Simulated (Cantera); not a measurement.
**Hydrocarbon pyrolysis for carbon deposition**

An isothermal, constant-pressure homogeneous reactor starts with 6.25 % C2H4, 93.8 % H2, at 1275 K and 0.128 atm.

Computed with Cantera and GRI-Mech 3.0 (53 species, 325 reactions). GRI-Mech 3.0 was tuned for natural gas; its chemistry of ethylene as a main component is partial and can be far from experiment. GRI-Mech 3.0 stops at C3 and has no aromatics, soot or wall deposition, so with more carbon than oxygen in the feed, carbon stays in small species such as C2H2 where larger ones or solid carbon would form.

```json
[
 {"t (s)": "4.00e-5", "x C2H4": "0.0625", "x H2": "0.938", "x CH2": "<1e-12", "x H": "1.25e-10", "x C2H2": "1.33e-7", "x CH3": "<1e-12"},
 {"t (s)": "9.72e-5", "x C2H4": "0.0625", "x H2": "0.938", "x CH2": "<1e-12", "x H": "3.21e-10", "x C2H2": "3.22e-7", "x CH3": "<1e-12"},
 {"t (s)": "0.000236", "x C2H4": "0.0625", "x H2": "0.938", "x CH2": "<1e-12", "x H": "7.97e-10", "x C2H2": "7.84e-7", "x CH3": "<1e-12"},
 {"t (s)": "0.000574", "x C2H4": "0.0625", "x H2": "0.938", "x CH2": "<1e-12", "x H": "1.96e-9", "x C2H2": "1.91e-6", "x CH3": "<1e-12"},
 {"t (s)": "0.00139", "x C2H4": "0.0625", "x H2": "0.938", "x CH2": "<1e-12", "x H": "4.79e-9", "x C2H2": "4.65e-6", "x CH3": "<1e-12"},
 {"t (s)": "0.00339", "x C2H4": "0.0625", "x H2": "0.938", "x CH2": "<1e-12", "x H": "1.19e-8", "x C2H2": "1.14e-5", "x CH3": "5.61e-12"},
 {"t (s)": "0.00823", "x C2H4": "0.0625", "x H2": "0.938", "x CH2": "<1e-12", "x H": "3.23e-8", "x C2H2": "2.84e-5", "x CH3": "3.47e-11"},
 {"t (s)": "0.0200", "x C2H4": "0.0624", "x H2": "0.938", "x CH2": "<1e-12", "x H": "1.38e-7", "x C2H2": "7.51e-5", "x CH3": "2.89e-10"},
 {"t (s)": "0.0486", "x C2H4": "0.0620", "x H2": "0.938", "x CH2": "1.40e-12", "x H": "2.53e-6", "x C2H2": "0.000386", "x CH3": "1.38e-8"},
 {"t (s)": "0.118", "x C2H4": "0.0549", "x H2": "0.937", "x CH2": "1.19e-11", "x H": "1.45e-5", "x C2H2": "0.00650", "x CH3": "5.38e-7"},
 {"t (s)": "0.287", "x C2H4": "0.0390", "x H2": "0.937", "x CH2": "1.54e-11", "x H": "1.42e-5", "x C2H2": "0.0204", "x CH3": "1.19e-6"},
 {"t (s)": "0.697", "x C2H4": "0.0238", "x H2": "0.936", "x CH2": "1.85e-11", "x H": "1.30e-5", "x C2H2": "0.0333", "x CH3": "1.96e-6"},
 {"t (s)": "1.69", "x C2H4": "0.0176", "x H2": "0.934", "x CH2": "2.20e-11", "x H": "1.15e-5", "x C2H2": "0.0371", "x CH3": "2.84e-6"},
 {"t (s)": "4.12", "x C2H4": "0.0161", "x H2": "0.929", "x CH2": "2.72e-11", "x H": "9.97e-6", "x C2H2": "0.0349", "x CH3": "4.15e-6"},
 {"t (s)": "10.0", "x C2H4": "0.0142", "x H2": "0.922", "x CH2": "2.88e-11", "x H": "7.96e-6", "x C2H2": "0.0309", "x CH3": "5.57e-6"}
]
```
x: mole fraction; the columns are a selection and need not sum to one.

Equilibrium at this temperature and pressure: C2H4 0.00246, H2 0.876, CH2 6.38e-12, H 1.93e-6, C2H2 0.00540, CH3 4.97e-6 (gas phase only).
